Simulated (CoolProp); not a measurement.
The fluid at 445 K and 2.05 MPa is throttled through a valve to 1.05 MPa with no heat exchange. The same conditions are run with several fluids, on thermodynamics alone (safety and materials aside).

Computed with CoolProp (reference Helmholtz-energy equation of state of each fluid (R1233zd(E): Akasaka 2022; neopentane: Lemmon 2006; hydrogen sulfide: Lemmon 2006; R1336mzz(Z): McLinden 2020; R124: de Vries 1995)).

Problem. Rank R1233zd(E), neopentane, hydrogen sulfide, R1336mzz(Z), R124 by temperature change (K), highest first.

Solution. hydrogen sulfide (-7.3), R124 (-7.5), neopentane (-9.3), R1233zd(E) (-12.2), R1336mzz(Z) (-13.9)

| fluid | final density (kg/m³) |
|---|---|
| R1233zd(E) | 43.2 |
| neopentane | 23.7 |
| hydrogen sulfide | 10.1 |
| R1336mzz(Z) | 57.4 |
| R124 | 42.5 |
